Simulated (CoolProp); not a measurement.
R142b at 232.23 K and 0.0183 MPa is compressed adiabatically to 0.0863 MPa with isentropic efficiency 0.75. Each further row changes one setting.

Computed with CoolProp (reference Helmholtz-energy equation of state, Lemmon 2006). It is a short technical equation, of lower accuracy than the large ones.

```csv
case,work (kJ/kg),final temperature (K),final density (kg/m³)
as stated,…,…,3.69
efficiency 1,32.0,277.0,3.88
efficiency 0.65,…,297.7,3.58
```

Question: Some entries are withheld; supply them.

Answer: 
- as stated, work (kJ/kg): 42.7
- as stated, final temperature (K): 289.9
- efficiency 0.65, work (kJ/kg): 49.2
